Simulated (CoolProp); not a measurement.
Decamethyltetrasiloxane (MD2M) at several states: Z from the reference equation and from simpler models built on Tc = 599.4 K, pc = 1.144 MPa, ω = 0.635; each cubic takes its own stable root.

The numbers come from the reference Helmholtz-energy equation of state, Thol 2017 in CoolProp.

| T (K) | p (MPa) | phase | reference |
|---|---|---|---|
| 382.9 | 0.294 | liquid | 0.03756 |
| 480.8 | 2.97 | liquid | 0.3458 |
| 442.2 | 1.43 | liquid | 0.1717 |
| 499.5 | 0.252 | liquid | 0.03019 |

Q: How far does each simpler model (Redlich-Kwong, Soave-Redlich-Kwong) lie from the reference over these 4 states: mean and median of the absolute difference, and the worst?

A: 
- Redlich-Kwong: mean 701.3 %, median 21.0 %, worst +2745.3 % at 499.5 K and 0.252 MPa
- Soave-Redlich-Kwong: mean 11.5 %, median 11.5 %, worst +13.3 % at 499.5 K and 0.252 MPa

At some of these states Redlich-Kwong gives the other phase, because its saturation line lies elsewhere.
